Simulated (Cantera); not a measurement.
Standard-state values (1 bar) from the NASA 1993 polynomials, evaluated with Cantera. Values are per mole of reaction as written; species without (g) are pure solids or liquids, kept so even where they would boil at 1 bar. ZrN: taken at fixed stoichiometry.

Question: Between 948 and 1298 K, where is each reaction favourable under standard conditions?
- N2(g) + 4 NH3(g) + 6 ZrO2(g) = 12 OH(g) + 6 ZrN

Answer: 
- N2(g) + 4 NH3(g) + 6 ZrO2(g) = 12 OH(g) + 6 ZrN: ΔG° is 280 kJ at 948 K and 284 kJ at 1298 K; it stays positive (K < 1). ΔH° is 289 kJ and ΔS° 4 J/K at 1298 K.
